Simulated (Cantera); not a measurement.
Feed: 1 mol B2O3, 2.7 mol NH3, a varied amount of H2, held at 0.00133 bar.

These are equilibrium values from Cantera (NASA tables, ideal gas, pure condensed phases), not measurements of a reactor. Candidate condensed phases: B, BN, B2O3, B3O3H3, H2O; 39 gas species. Mutual solubility and eutectic melting of coexisting phases are not modelled. Equilibrium is a limit: real reactors are often held back by kinetics, nucleation or transport.

Stable condensed phases, one row left out:

```
T in °C \ n(H2) in mol
         0.13 0.24 0.45 0.86  1.6  3.1  5.9   11   21   40   76  140
   1452     A    A    A    A    A    A    A    A    A    A    A    A
   1402     A    A    A    A    A    A    A    A    A    A    A    A
   1352     A    A    A    A    A    A    A    A    A    A    A    A
   1302     B    B    B    B    B    A    A    A    A    A    A    A
   1252     B    B    B    B    B    B    B    B    A    A    A    A
   1202     C    C    B    B    B    B    B    B    B    A    A    A
   1152     C    C    C    C    C    C    C    C    B    B    B    A
   1052     C    C    C    C    C    C    C    C    C    C    C    C
   1002     C    C    C    C    C    C    C    C    C    C    C    C
    952     C    C    C    C    C    C    C    C    C    C    C    C
    902     C    C    C    C    C    C    C    C    C    C    C    C
    852     C    C    C    C    C    C    C    C    C    C    C    C
    802     C    C    C    C    C    C    C    C    C    C    C    C
```

A: gas only; B: B2O3; C: BN + B2O3.

**Question.** Give the row for 1102 °C.

**Answer.** 0.13: BN + B2O3; 0.24: BN + B2O3; 0.45: BN + B2O3; 0.86: BN + B2O3; 1.6: BN + B2O3; 3.1: BN + B2O3; 5.9: BN + B2O3; 11: BN + B2O3; 21: BN + B2O3; 40: BN + B2O3; 76: BN + B2O3; 140: B2O3.
